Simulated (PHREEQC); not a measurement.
A solution holds 0.69 mmol/kgw KOH, 3.2e-06 mmol/kgw H4SiO4 and 0.00031 mmol/kgw CuSO4, at 76 °C. Closed to the air; pH follows from the charge balance.

Computed with PHREEQC (ion-association model, phreeqc.dat).

No solid was allowed to form.

Order these Si species by the share of Si that they hold, largest first: H3SiO4-, H2SiO4-2, H4SiO4.

H3SiO4- (63 %), H4SiO4 (36 %), H2SiO4-2 (0.17 %)

The pH is 9.49 and the ionic strength 0.000690 mol/kgw. Complexes and solids missing from the database can't appear. Away from 25 °C the constants follow the database's enthalpies or fits; those with neither stay at their 25 °C values. The database's constant for dissolved Cu(OH)2 is higher than later reviews accept.
